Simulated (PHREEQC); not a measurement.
Make-up at 3.5 °C: 0.92 mol/kgw CaCl2 and 0.00188 mol/kgw H3BO3. Closed to the air; pH follows from the charge balance.

Model: Pitzer model, pitzer.dat, run in PHREEQC.

```yaml
pH: 5.11
ionic_strength: 2.76 mol/kgw
activity_of_water: 0.950
density: 1.083 g/cm³
osmotic_coefficient: 1.040
```

| species | molality | activity | log γ |
|---|---|---|---|
| Cl- | 1.84 | 0.991 | -0.269 |
| Ca+2 | 0.920 | 0.417 | -0.344 |
| B(OH)3 | 0.00187 | 0.00262 | 0.145 |
| H+ | 5.02e-6 | 7.76e-6 | 0.189 |
| CaB(OH)4+ | 3.83e-6 | 3.44e-6 | -0.046 |
| B(OH)4- | 1.19e-6 | 1.85e-7 | -0.808 |
| OH- | 1.95e-9 | 1.98e-10 | -0.993 |

This is a speciation only: nothing precipitates in the calculation. Complexes and solids missing from the database can't appear. In brines, pH and single-ion activities rest on the MacInnes convention. At this temperature some constants are extrapolated from 25 °C, and those without enthalpy data are left unchanged.
